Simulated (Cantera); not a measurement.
**Ignition delay**

Mixture: 16.3 % CO, 2.93 % H2, 10.1 % O2, 70.7 % N2, at 1.00 bar, adiabatic and at constant pressure. Ignition delay is the time to a rise of 400 K.

Model: GRI-Mech 3.0 (53 species, 325 reactions), integrated in Cantera. Where the delays flatten at high temperature, the 400 K rule measures the pace of heat release, not the induction time.

| T0 (K) | delay (ms) |
|---|---|
| 1050 | 0.414 |
| 1150 | 0.216 |
| 1250 | 0.154 |
| 1350 | 0.129 |
| 1450 | 0.122 |
| 1550 | 0.126 |
